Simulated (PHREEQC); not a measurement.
Solution (25 °C): 0.0017 mol HF, 0.0016 mol CsF and 4e-05 mol (NH4)2SiF6 per kg of water. Closed to the air; pH follows from the charge balance.

Computed with PHREEQC (ion-association model, wateq4f.dat).

This is a speciation only: nothing precipitates in the calculation.

Order these F species by the share of F that they hold, largest first: H2F2, HF, SiF6-2, F-, HF2-.

F- (58 %), HF (36 %), SiF6-2 (5.3 %), HF2- (0.56 %), H2F2 (0.24 %)

The pH is 3.37 and the ionic strength 0.00216 mol/kgw. SiF6-2 is the database's only silicon fluoride.
